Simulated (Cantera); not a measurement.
Adiabatic ignition

An adiabatic, constant-pressure homogeneous reactor starts with 13.4 % H2, 13.7 % O2, 51.5 % N2, 21.4 % H2O, at 1725 K and 10.0 bar.

Cantera simulation using the H2/O2 subset of GRI-Mech 3.0, which has no nitrogen chemistry; the numbers are that mechanism's predictions, not measurements. The hydrogen kinetics of GRI-Mech 3.0 are dated; newer H2 mechanisms differ, most at raised pressure.

```
t (s)     T (K)     x H2    x O2  x H2O      x O   x H2O2     x OH
--------  -----  -------  ------  -----  -------  -------  -------
1.00e-6    1797    0.108   0.124  0.236  0.00213  1.30e-5  0.00413
3.05e-6    2440  0.00656  0.0719  0.354  0.00291  2.43e-6   0.0171
9.32e-6    2502  0.00265  0.0721  0.363  0.00128  2.18e-6   0.0121
2.85e-5    2503  0.00259  0.0721  0.363  0.00126  2.18e-6   0.0120
8.69e-5    2503  0.00259  0.0721  0.363  0.00126  2.18e-6   0.0120
0.000265   2503  0.00259  0.0721  0.363  0.00126  2.18e-6   0.0120
0.000809   2503  0.00259  0.0721  0.363  0.00126  2.18e-6   0.0120
0.00247    2503  0.00259  0.0721  0.363  0.00126  2.18e-6   0.0120
0.00754    2503  0.00259  0.0721  0.363  0.00126  2.18e-6   0.0120
0.0230     2503  0.00259  0.0721  0.363  0.00126  2.18e-6   0.0120
0.0703     2503  0.00259  0.0721  0.363  0.00126  2.18e-6   0.0120
0.215      2503  0.00259  0.0721  0.363  0.00126  2.18e-6   0.0120
0.655      2503  0.00259  0.0721  0.363  0.00126  2.18e-6   0.0120
2.00       2503  0.00259  0.0721  0.363  0.00126  2.18e-6   0.0120
```
x: mole fraction; the columns are a selection and need not sum to one.

The time of steepest temperature rise is 1.17 µs and the temperature at 2.00 s is 2503 K. The equilibrium temperature comes out as 2503 K and the x(H2) at 2.00 s is 0.00259 (gas-phase equilibrium 0.00259). The x(O2) at 2.00 s is 0.0721 (gas-phase equilibrium 0.0721) and the x(H2O) at 2.00 s is 0.363 (gas-phase equilibrium 0.363).
